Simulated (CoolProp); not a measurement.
R142b along the isotherm 76.25 °C: Z from the reference equation and from simpler models built on Tc = 137.1 °C, pc = 4.055 MPa, ω = 0.232; each cubic takes its own stable root.

Values from CoolProp's reference Helmholtz-energy equation of state, Lemmon 2006. It is a short technical equation, of lower accuracy than the large ones.

| p (MPa) | phase | reference |
|---|---|---|
| 0.724 | gas | 0.8834 |
| 1.45 | liquid | 0.05201 |
| 2.17 | liquid | 0.07735 |
| 2.9 | liquid | 0.1028 |
| 3.62 | liquid | 0.1276 |
| 4.34 | liquid | 0.1521 |
| 5.07 | liquid | 0.1768 |
| 5.79 | liquid | 0.2010 |
| 6.52 | liquid | 0.2253 |
| 7.24 | liquid | 0.2492 |
| 7.96 | liquid | 0.2728 |
| 8.69 | liquid | 0.2967 |
| 9.41 | liquid | 0.3200 |
| 10.1 | liquid | 0.3423 |

Q: How far does each simpler model (Redlich-Kwong, Peng-Robinson) lie from the reference over these 14 states: mean and median of the absolute difference, and the worst?

A: 
- Redlich-Kwong: mean 112.1 %, median 16.1 %, worst +1370.7 % at 76.25 °C and 1.45 MPa
- Peng-Robinson: mean 0.8 %, median 0.8 %, worst +1.7 % at 76.25 °C and 1.45 MPa

At some of these states Redlich-Kwong gives the other phase, because its saturation line lies elsewhere.
